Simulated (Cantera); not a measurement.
Gas mixture: NO : N2O : CO2 = 0.21 : 0.2 : 0.093 (molar parts), at 0.00257 atm, frozen composition.

Cantera's kinetic-theory transport with the Lennard-Jones parameters of GRI-Mech 3.0, ideal gas; thermal conductivity in the multicomponent form. The composition is frozen, though it would react at the higher temperatures.

One state of this run: ρ (kg/m³) = 0.00119; cp (J/kg/K) = 1210; μ (µPa s) = 41.4; λ (mW/m/K) = 68.7; Pr = 0.729; D (cm²/s) C2H2 = 457; D (cm²/s) N2 = 546; D (cm²/s) CH4 = 610. D: mixture-averaged diffusion coefficient of that species in the mixture.

Which value of T (K) does it belong to?
(A) 700
(B) 550
(C) 1000
(D) 400

C, 1000
